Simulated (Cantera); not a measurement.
# Equilibrium for carbon deposition, reforming and gasification: C₃H₈ + H₂O + H₂

A closed system holds: 1 mol C₃H₈, 0.2 mol H₂O, 20 mol H₂, equilibrated at 0.128 Torr.

Method: chemical equilibrium by Gibbs-energy minimisation in Cantera with the NASA 1993 tables (ideal gas, pure condensed phases). Candidate condensed phases: C, C₆H₆, C₇H₈, C₈H₁₈, H₂O; 110 gas species. Equilibrium is a limit: real reactors are often held back by kinetics, nucleation or transport.

From 575 K to 1675 K the condensed part is C(graphite). The main C-bearing gas is CH₄ at 575 K and CO at 1675 K.

| T (K) | x H₂ | x CH₄ | x H | x CO | x H₂O | n C(graphite) |
|---|---|---|---|---|---|---|
| 575 | 0.961 | 0.0305 | <1e-12 | 0.000688 | 0.00740 | 2.26 |
| 675 | 0.989 | 0.00243 | <1e-12 | 0.00686 | 0.00117 | 2.77 |
| 775 | 0.991 | 0.000342 | 7.57e-11 | 0.00813 | 6.19e-5 | 2.79 |
| 875 | 0.992 | 7.30e-5 | 3.83e-9 | 0.00819 | 5.63e-6 | 2.80 |
| 975 | 0.992 | 2.10e-5 | 8.74e-8 | 0.00820 | 8.30e-7 | 2.80 |
| 1075 | 0.992 | 7.54e-6 | 1.12e-6 | 0.00820 | 1.75e-7 | 2.80 |
| 1175 | 0.992 | 3.20e-6 | 9.36e-6 | 0.00820 | 4.79e-8 | 2.80 |
| 1275 | 0.992 | 1.55e-6 | 5.63e-5 | 0.00820 | 1.61e-8 | 2.80 |
| 1375 | 0.992 | 8.32e-7 | 0.000262 | 0.00820 | 6.36e-9 | 2.80 |
| 1475 | 0.991 | 4.85e-7 | 0.000990 | 0.00819 | 2.85e-9 | 2.80 |
| 1575 | 0.989 | 3.02e-7 | 0.00317 | 0.00818 | 1.41e-9 | 2.80 |
| 1675 | 0.983 | 1.98e-7 | 0.00883 | 0.00816 | 7.58e-10 | 2.80 |
x: gas mole fraction; n: condensed amount in mol.
